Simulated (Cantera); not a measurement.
Mixture: CH₄ : H₂ : O₂ : N₂ = 1 : 0.06 : 2.57 : 9.66 (molar parts), at 1.00 bar, adiabatic and at constant volume. Ignition delay is the time to a rise of 400 K.

Detailed kinetics in Cantera: GRI-Mech 3.0 (53 species, 325 reactions). Below about 1000 K GRI-Mech 3.0 lacks low-temperature oxidation paths. Below about 950 K walls govern HO2 and H2O2 in real vessels.

**Question.** Predict: delay at 925 K; delay at 1075 K; delay at 1225 K; delay at 1375 K; delay at 1525 K; apparent activation energy between 1450 and 1600 K.

**Answer.** 
```
Quantity                                                Result
--------------------------------------------------  ----------
delay at 925 K                                         0.626 s
delay at 1075 K                                        97.0 ms
delay at 1225 K                                        14.8 ms
delay at 1375 K                                        2.60 ms
delay at 1525 K                                       0.617 ms
apparent activation energy between 1450 and 1600 K  160 kJ/mol
```
